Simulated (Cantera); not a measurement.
A perfectly stirred reactor is fed with CO : H2 : CH4 : O2 : N2 = 1 : 0.052 : 0.69 : 2.98 : 25.9 (molar parts), equivalence ratio 0.64, at 0.670 bar; it is adiabatic with a 575 K inlet, and is followed from long to short residence time, starting on the burning branch (τ in s: 0.31, 0.12, 0.05, 0.02, 0.0078, 0.0031, 0.0012, 0.00049, 0.0002, 7.8e-05, 3.1e-05, 1.2e-05, 4.9e-06).

Computed with Cantera and GRI-Mech 3.0 (53 species, 325 reactions).

x: mole fraction; the columns are a selection and need not sum to one.

```tsv
τ (s)	T (K)	x CO	x H2	x CH4	x N2O	x HO2	x C2H	x H
0.31	1395	0.000470	5.82e-5	1.17e-5	5.68e-7	2.15e-6	<1e-12	…
0.12	1390	0.000893	0.000109	2.12e-5	4.80e-7	3.44e-6	<1e-12	…
0.050	1382	0.00161	0.000191	3.69e-5	3.93e-7	5.06e-6	<1e-12	…
0.020	1367	0.00301	0.000338	6.73e-5	3.10e-7	7.20e-6	<1e-12	…
0.0078	1337	0.00584	0.000592	0.000136	2.37e-7	1.01e-5	<1e-12	…
0.0031	1273	0.0124	0.00106	0.000368	1.63e-7	1.57e-5	<1e-12	…
0.0012	575	0.0327	0.00170	0.0225	<1e-12	<1e-12	<1e-12	<1e-12
0.00049	575	0.0327	0.00170	0.0225	<1e-12	<1e-12	<1e-12	<1e-12
0.00020	575	0.0327	0.00170	0.0225	<1e-12	<1e-12	<1e-12	<1e-12
7.8e-5	575	0.0327	0.00170	0.0225	<1e-12	<1e-12	<1e-12	<1e-12
3.1e-5	575	0.0327	0.00170	0.0225	<1e-12	<1e-12	<1e-12	<1e-12
1.2e-5	575	0.0327	0.00170	0.0225	<1e-12	<1e-12	<1e-12	<1e-12
4.9e-6	575	0.0327	0.00170	0.0225	<1e-12	<1e-12	<1e-12	<1e-12
```

Task: What belongs in the gaps?

Result: 
- 0.31, x H: 1.52e-5
- 0.12, x H: 3.77e-5
- 0.050, x H: 8.50e-5
- 0.020, x H: 0.000190
- 0.0078, x H: 0.000392
- 0.0031, x H: 0.000614
